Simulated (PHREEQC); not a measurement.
# Copper plating or etch bath with hard or scaling water (model solution)

Solution A (15 mmol/kgw Cu(NO3)2 and 0.33 mmol/kgw HNO3) is mixed with solution B (0.0016 mol/kgw BaCl2, 0.00013 mol/kgw NaHCO3 and 0.0012 mol/kgw NaCl) at 25 °C; shares are by mass of water, 1 kg in all. Oxygen alone is held at its pressure in air (log pO2 = -0.68). CO2 from the air is kept out. Solids allowed: Witherite, Cu(OH)2, Malachite, Atacamite, Cu2(OH)3NO3, Halite, Nahcolite, Natron. Others were left out.

The series has 11 steps of share of solution B, from 0 to 1.

The numbers come from PHREEQC with the ion-association model, wateq4f.dat.

Problem. Which solids form, in which order, and at which step of the series does each first stand?

Solution. Atacamite from share of solution B = 0.8 (pH 5.10), last present at share of solution B = 0.9.

Problem. Between which two steps does the pH jump most, and from what to what?

Solution. Between share of solution B = 0.9 and 1: from 5.27 to 8.04.
